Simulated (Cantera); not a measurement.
A closed system holds: 1 mol Si, 3.4 mol F2, 5.7 mol N2, held at 1450 °C and 75.0 Torr.

Method: chemical equilibrium by Gibbs-energy minimisation in Cantera with the NASA 1993 tables (ideal gas, pure condensed phases). Candidate condensed phases: Si, Si3N4; 16 gas species. The numbers say what is thermodynamically allowed, not how fast it happens.

Base state: N2 0.600, F 0.294, SiF4 0.105, F2 0.000205 (mole fractions); condensed: gas only.

Q: What changes in the equilibrium state with this change: temperature from 1450 °C to 450 °C?

A: 
```
species    before    after
-------  --------  -------
N2          0.600    0.724
SiF4        0.105    0.136
NF3         <1e-9    0.101
F           0.294  0.00138
F2       0.000205   0.0374
```
